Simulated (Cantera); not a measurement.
Input: 1 mol CHF3, at 750 °C and 13.3 mbar.

Method: chemical equilibrium by Gibbs-energy minimisation in Cantera with the NASA 1993 tables (ideal gas, pure condensed phases). Candidate condensed phases: C, C6H6, C7H8, C8H18; 95 gas species. Gases not in the tables: C2F6 and larger saturated fluorocarbons. The numbers say what is thermodynamically allowed, not how fast it happens.

Q: What is the equilibrium state?

A: 
```
Property           Result
--------------  ---------
x(HF)               0.667
x(CF4)              0.333
n(C(graphite))  0.500 mol
gas amount      1.500 mol
```
